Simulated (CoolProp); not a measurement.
Vapour-liquid equilibrium of cyclohexane (1) + ethylbenzene (2) at 104.25 °C; x and y are mole fractions of (1).

The numbers come from the multi-fluid Helmholtz-energy mixture model, Zhou 2014 and Zhou 2012; pair parameters Bell 2016 in CoolProp.

Q: Give the bubble pressure and the first vapour's composition at x = 0.35, 0.65, 0.8. Is there an azeotrope?

A: x = 0.35: 102.4 kPa, y = 0.736; x = 0.65: 147.0 kPa, y = 0.890; x = 0.8: 167.5 kPa, y = 0.939. No azeotrope shows between x = 0.05 and 0.95.

Pair parameters are fitted to limited data, so mixtures are less certain than the pure fluids.
